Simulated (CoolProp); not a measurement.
Vapour-liquid equilibrium of R227EA (1) + isobutane (2) at 318.8 K; x and y are mole fractions of (1).

Computed with CoolProp (multi-fluid Helmholtz-energy mixture model, Lemmon 2016 and Bücker 2006; pair parameters Bell 2016).

| x | bubble pressure (kPa) | y at the bubble point | dew pressure at overall composition x (kPa) | liquid density (mol/L) |
|---|---|---|---|---|
| 0.05 | 704.1 | 0.148 | 642.7 | 8.867 |
| 0.2 | 865.6 | 0.364 | 740.2 | 8.477 |
| 0.35 | 938.9 | 0.469 | 854.5 | 8.147 |
| 0.5 | 971.5 | 0.547 | 955.1 | 7.893 |
| 0.65 | 976.1 | 0.630 | 973.1 | 7.723 |
| 0.8 | 946.2 | 0.740 | 920.0 | 7.632 |
| 0.95 | 862.5 | 0.915 | 844.1 | 7.606 |

y crosses x between x = 0.5 and 0.65: the model has an azeotrope there.

Pair parameters are fitted to limited data, so mixtures are less certain than the pure fluids.
